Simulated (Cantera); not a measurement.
Feed: 1 mol Si, 1.2 mol CO, 47 mol N2, equilibrated at 0.440 bar.

Method: chemical equilibrium by Gibbs-energy minimisation in Cantera with the NASA 1993 tables (ideal gas, pure condensed phases). Candidate condensed phases: C, Si, SiC, SiO2, Si2N2O, Si3N4; 34 gas species. N2 is the only nitrogen source here; it is nearly inert below about 1500 K, so the nitride shown seldom forms there in practice. Mutual solubility and eutectic melting of coexisting phases are not modelled. Kinetics and transport are ignored.

Question: Which condensed phases are stable at each of these points (T (K)): 650, 800, 950, 1100, 1250, 1400, 1550, 1700, 1850, 2000?

Answer: 
```csv
T (K),condensed phases,Si condensed (%)
650,C(graphite) + SiO2(α-quartz) + Si2N2O(s),100.0
800,C(graphite) + SiO2(α-quartz) + Si2N2O(s),100.0
950,C(graphite) + SiO2(β-quartz) + Si2N2O(s),100.0
1100,C(graphite) + SiO2(β-quartz) + Si2N2O(s),100.0
1250,C(graphite) + Si2N2O(s),100.0
1400,C(graphite) + Si2N2O(s),100.0
1550,C(graphite) + Si2N2O(s),100.0
1700,C(graphite) + Si2N2O(s),99.8
1850,SiC(s) + Si2N2O(s),95.8
2000,SiC(s) + Si2N2O(s),50.6
```

From 650 K to 800 K the condensed part is C(graphite) + SiO2(α-quartz) + Si2N2O(s). From 950 K to 1100 K the condensed part is C(graphite) + SiO2(β-quartz) + Si2N2O(s). From 1250 K to 1700 K the condensed part is C(graphite) + Si2N2O(s). From 1850 K to 2000 K the condensed part is SiC(s) + Si2N2O(s).
